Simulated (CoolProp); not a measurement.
Oxygen at 293.15 K and 0.914 MPa flows at 10 m/s in a round tube of 12.7 mm bore and 15 µm roughness, fully developed (64/Re and Nu = 3.66 if laminar; Colebrook and Gnielinski if turbulent). Each further row changes one setting.

Values from CoolProp's reference Helmholtz-energy equation of state, Schmidt 1985.

| case | Reynolds number | Darcy friction factor | pressure drop (Pa/m) | heat-transfer coefficient (W/(m² K)) | mass flow (kg/h) |
|---|---|---|---|---|---|
| as stated | 75000 | 0.0234 | 1110 | 375 | 55.1 |
| velocity 20 m/s | 150000 | 0.0221 | 4200 | 709 | 110 |
| diameter 25.4 mm | 150000 | 0.0198 | 470 | 315 | 220 |

Viscosity comes from a separate model (Lemmon 2004). Thermal conductivity comes from a separate model (Lemmon 2004).
